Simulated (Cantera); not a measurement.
Charge: 1 mol PbO, 40 mol H₂, equilibrated at 46.0 mbar.

Equilibrium computed with Cantera from the NASA thermochemical tables; the gas is ideal and each condensed phase is pure. Candidate condensed phases: H₂O, Pb, PbO, PbO₂, Pb₃O₄; 12 gas species. The numbers say what is thermodynamically allowed, not how fast it happens.

Question: Which condensed phases are stable at each of these points (T (°C)): 777, 927, 1077, 1227, 1377, 1527, 1677?

Answer: 
| T (°C) | condensed phases | Pb condensed (%) |
|---|---|---|
| 777 | Pb(l) | 96.0 |
| 927 | Pb(l) | 43.3 |
| 1077 | gas only | 0.0 |
| 1227 | gas only | 0.0 |
| 1377 | gas only | 0.0 |
| 1527 | gas only | 0.0 |
| 1677 | gas only | 0.0 |

From 777 °C to 927 °C the condensed part is Pb(l). From 1077 °C to 1677 °C nothing is condensed.
